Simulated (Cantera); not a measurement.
Input: 1 mol Al, 2.1 mol O2, 50 mol H2, equilibrated at 1927 °C and 0.810 bar.

Equilibrium computed with Cantera from the NASA thermochemical tables; the gas is ideal and each condensed phase is pure. Gases not in the tables: Al(OH)3. Rates play no part.

```
species         before     after
-------------  -------  --------
H2               0.940     0.933
H2O             0.0538    0.0535
H              0.00607    0.0136
OH             4.84e-5  0.000109
Al2O3(s), mol    0.500     0.500
```
Gas species are given as mole fractions.

### Question
What was changed between the two runs?
A) pressure from 0.810 bar to 0.160 bar
B) temperature from 1927 °C to 600 °C
C) temperature from 1927 °C to 1875 °C
D) O2 from 2.1 to 4.9 mol

### Answer
A, pressure from 0.810 bar to 0.160 bar
